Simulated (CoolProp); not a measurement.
R1123 along the isotherm 480 K: Z from the reference equation and from simpler models built on Tc = 331.7 K, pc = 45.49 bar, ω = 0.243; each cubic takes its own stable root.

Computed with CoolProp (reference Helmholtz-energy equation of state, Akasaka 2020).

```tsv
p (bar)	phase	reference
10.3	gas	0.9806
20.7	gas	0.9611
31	gas	0.9422
41.4	gas	0.9234
51.7	supercritical	0.9055
62	supercritical	0.8883
72.4	supercritical	0.8720
82.7	supercritical	0.8570
93	supercritical	0.8435
103	supercritical	0.8319
114	supercritical	0.8212
```

Q: How far does each simpler model (Soave-Redlich-Kwong, Peng-Robinson) lie from the reference over these 11 states: mean and median of the absolute difference, and the worst?

A: 
- Soave-Redlich-Kwong: mean 2.3 %, median 2.0 %, worst +5.3 % at 480 K and 114 bar
- Peng-Robinson: mean 0.7 %, median 0.7 %, worst -1.1 % at 480 K and 51.7 bar
